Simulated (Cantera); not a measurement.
Oxide etching and cleaning by halides: B₂O₃ + HCl

Charge: 1 mol B₂O₃, a varied amount of HCl, at 0.120 bar.

These are equilibrium values from Cantera (NASA tables, ideal gas, pure condensed phases), not measurements of a reactor. Candidate condensed phases: B, B₂O₃, B₃O₃H₃, H₂O; 33 gas species. The tables' values for BCl₂ are old estimates. Equilibrium is a limit: real reactors are often held back by kinetics, nucleation or transport.

Stable condensed phases:

```
T in °C \ n(HCl) in mol
         6.7 8.3  10  13  16  20  24  30  37  46  57  71  88
   1602    A   A   A   A   A   A   A   A   A   A   A   A   A
   1577    B   B   A   A   A   A   A   A   A   A   A   A   A
   1552    B   B   B   A   A   A   A   A   A   A   A   A   A
   1527    B   B   B   B   A   A   A   A   A   A   A   A   A
   1502    B   B   B   B   B   B   A   A   A   A   A   A   A
   1477    B   B   B   B   B   B   B   A   A   A   A   A   A
   1452    B   B   B   B   B   B   B   B   A   A   A   A   A
   1427    B   B   B   B   B   B   B   B   B   A   A   A   A
   1402    B   B   B   B   B   B   B   B   B   B   B   A   A
   1377    B   B   B   B   B   B   B   B   B   B   B   B   A
```

A: gas only; B: B₂O₃.
